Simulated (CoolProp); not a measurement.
R124 along the isobar 0.101 MPa: fugacity coefficient from the reference equation and from simpler models built on Tc = 395.4 K, pc = 3.624 MPa, ω = 0.288; each cubic takes its own stable root.

Values from CoolProp's reference Helmholtz-energy equation of state, de Vries 1995.

| T (K) | phase | reference |
|---|---|---|
| 198.1 | liquid | 0.02528 |
| 204.2 | liquid | 0.04066 |
| 210.4 | liquid | 0.06369 |
| 216.6 | liquid | 0.09670 |
| 222.8 | liquid | 0.1427 |
| 229 | liquid | 0.2052 |
| 235.1 | liquid | 0.2867 |
| 241.3 | liquid | 0.3940 |
| 247.5 | liquid | 0.5309 |
| 253.7 | liquid | 0.7021 |
| 259.9 | liquid | 0.9129 |
| 266 | gas | 0.9618 |
| 272.2 | gas | 0.9648 |

**Question.** How far does each simpler model (Redlich-Kwong, Soave-Redlich-Kwong, Peng-Robinson) lie from the reference over these 13 states: mean and median of the absolute difference, and the worst?

**Answer.** 
- Redlich-Kwong: mean 112.2 %, median 127.0 %, worst +229.4 % at 198.1 K and 0.101 MPa
- Soave-Redlich-Kwong: mean 0.3 %, median 0.3 %, worst +0.6 % at 266 K and 0.101 MPa
- Peng-Robinson: mean 2.9 %, median 2.2 %, worst +8.1 % at 198.1 K and 0.101 MPa

At some of these states Redlich-Kwong gives the other phase, because its saturation line lies elsewhere.
